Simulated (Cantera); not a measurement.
Charge: 1 mol SO₂, 0.41 mol H₂, held at 2527 °C.

Equilibrium computed with Cantera from the NASA thermochemical tables; the gas is ideal and each condensed phase is pure. Candidate condensed phases: H₂O, H₂SO₄, S; 19 gas species. Rates play no part.

### Question
At 1500000 Pa, list the 5 most abundant gas species with their mole fractions, and the condensed phases.

### Answer
SO₂ 0.543, H₂O 0.243, SO 0.114, H₂ 0.0424, S₂ 0.0237. Condensed: gas only.
